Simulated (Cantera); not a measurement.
Charge: 1 mol Al(CH3)3, 0.75 mol N2O, 390 mol N2, at 1273 K and 1.00 bar.

These are equilibrium values from Cantera (NASA tables, ideal gas, pure condensed phases), not measurements of a reactor. Candidate condensed phases: Al, AlN, Al2O3, C, C6H6, C7H8, C8H18, H2O; 148 gas species. The feed counts by its element totals alone. Mutual solubility and eutectic melting of coexisting phases are not modelled. Rates play no part.

Q: What is the equilibrium state?

A: 
```json
{
  "x(N2)": "0.988",
  "x(H2)": "0.0114",
  "x(CO)": "0.000537",
  "x(HCN)": "1.69e-5",
  "x(CH4)": "1.22e-6",
  "n(AlN(s))": "0.642 mol",
  "n(Al2O3(s))": "0.179 mol",
  "n(C(graphite))": "2.78 mol",
  "gas_amount": "395.1 mol",
  "log10 activity of Al(l) (absent)": "-7.37"
}
```
